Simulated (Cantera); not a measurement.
A closed system holds: 1 mol Pb, 39 mol N2, 0.9 mol H2, held at 150 Pa.

These are equilibrium values from Cantera (NASA tables, ideal gas, pure condensed phases), not measurements of a reactor. Candidate condensed phases: Pb; 11 gas species. The numbers say what is thermodynamically allowed, not how fast it happens.

Question: Which condensed phases are stable at each of these points (T (K)): 775, 825, 875, 925, 975, 1025, 1075, 1125, 1175?

Answer: 
```
T (K)  condensed phases  Pb condensed (%)
-----  ----------------  ----------------
775               Pb(l)              99.9
825               Pb(l)              99.6
875               Pb(l)              98.2
925               Pb(l)              92.9
975               Pb(l)              75.5
1025              Pb(l)              24.6
1075           gas only               0.0
1125           gas only               0.0
1175           gas only               0.0
```

From 775 K to 1025 K the condensed part is Pb(l). From 1075 K to 1175 K nothing is condensed.
